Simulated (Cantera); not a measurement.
# Premixed flame

A freely propagating, adiabatic, planar premixed flame of CH4 : H2 : O2 : N2 = 1 : 0.079 : 2.1 : 5.89 (molar parts), equivalence ratio 0.97, unburnt at 350 K and 975 Torr; mixture-averaged transport, grid criteria slope 0.08 and curve 0.16, no radiation.

Computed with Cantera and GRI-Mech 3.0 (53 species, 325 reactions). Burning velocities carry a grid error of a few per cent, more on coarse grids.

| z (mm) | T (K) | u (m/s) | x CH4 | x H2 | x O2 | x H2O | x C2H2 | x CO2 |
|---|---|---|---|---|---|---|---|---|
| -0.701 | 350 | 0.775 | 0.110 | 0.00901 | 0.231 | 5.14e-6 | <1e-8 | 1.91e-8 |
| -0.467 | 351 | 0.778 | 0.110 | 0.0100 | 0.231 | 0.000119 | <1e-8 | 8.58e-7 |
| -0.350 | 356 | 0.789 | 0.110 | 0.0115 | 0.231 | 0.000691 | 5.46e-8 | 7.73e-6 |
| -0.234 | 406 | 0.905 | 0.106 | 0.0152 | 0.227 | 0.00672 | 1.02e-6 | 0.000162 |
| -0.117 | 892 | 2.02 | 0.0768 | 0.0223 | 0.189 | 0.0599 | 2.48e-5 | 0.00445 |
| -0.0584 | 1393 | 3.20 | 0.0422 | 0.0257 | 0.139 | 0.114 | 7.73e-5 | 0.0131 |
| 0 | 1833 | 4.25 | 0.0102 | 0.0252 | 0.0818 | 0.164 | 0.000143 | 0.0277 |
| 0.0584 | 2016 | 4.67 | 0.000820 | 0.0197 | 0.0486 | 0.187 | 3.07e-5 | 0.0438 |
| 0.117 | 2070 | 4.78 | 3.48e-5 | 0.0166 | 0.0367 | 0.192 | 1.21e-6 | 0.0563 |
| 0.234 | 2132 | 4.89 | 7.11e-8 | 0.0155 | 0.0303 | 0.193 | <1e-8 | 0.0687 |
| 0.467 | 2211 | 5.04 | <1e-8 | 0.0142 | 0.0266 | 0.197 | <1e-8 | 0.0757 |
| 0.934 | 2300 | 5.21 | <1e-8 | 0.0118 | 0.0232 | 0.203 | <1e-8 | 0.0803 |
| 1.87 | 2379 | 5.36 | <1e-8 | 0.00940 | 0.0200 | 0.209 | <1e-8 | 0.0850 |
x: mole fraction of selected species; z is measured from the peak of heat release.

The laminar burning velocity comes out as 77.5 cm/s and the thermal thickness is 0.234 mm. The peak x(C2H2) is 0.000145 and the grid points is 162.
